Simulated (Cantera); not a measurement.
Input: 1 mol TiO₂, 150 mol H₂, 2.5 mol H₂O, held at 1852 °C and 8.25 Torr.

These are equilibrium values from Cantera (NASA tables, ideal gas, pure condensed phases), not measurements of a reactor. Candidate condensed phases: H₂O, Ti, TiO, TiO₂, Ti₂O₃, Ti₃O₅, Ti₄O₇; 12 gas species. The numbers say what is thermodynamically allowed, not how fast it happens.

Base state: H₂ 0.948, H 0.0337, H₂O 0.0182, OH 8.03e-5, TiO 5.56e-5, TiO₂ 5.39e-5 (mole fractions); condensed: Ti₃O₅(l).

**Question.** What changes in the equilibrium state with this change: temperature from 1852 °C to 1575 °C?

**Answer.** 
```
species         before    after
-------------  -------  -------
H₂               0.948    0.976
H₂O             0.0182   0.0185
H               0.0337  0.00500
TiO₂           5.39e-5  5.45e-7
TiO            5.56e-5  2.27e-7
OH             8.03e-5  6.97e-6
Ti₃O₅(l), mol    0.328        0
Ti₃O₅(s), mol        0    0.333
```

**Question.** What changes in the equilibrium state with this change: TiO₂ replaced by Cr₂O₃?

**Answer.** 
```json
[
 {"species": "H₂", "before": "0.948", "after": "0.919"},
 {"species": "H₂O", "before": "0.0182", "after": "0.0345"},
 {"species": "H", "before": "0.0337", "after": "0.0332"},
 {"species": "Cr", "before": "0", "after": "0.0124"},
 {"species": "TiO", "before": "5.56e-5", "after": "0"},
 {"species": "CrO", "before": "0", "after": "0.000358"},
 {"species": "TiO₂", "before": "5.39e-5", "after": "0"},
 {"species": "OH", "before": "8.03e-5", "after": "0.000154"},
 {"species": "Ti₃O₅(l), mol", "before": "0.328", "after": "0"}
]
```
Further candidate phases: Cr, Cr₂O₃.
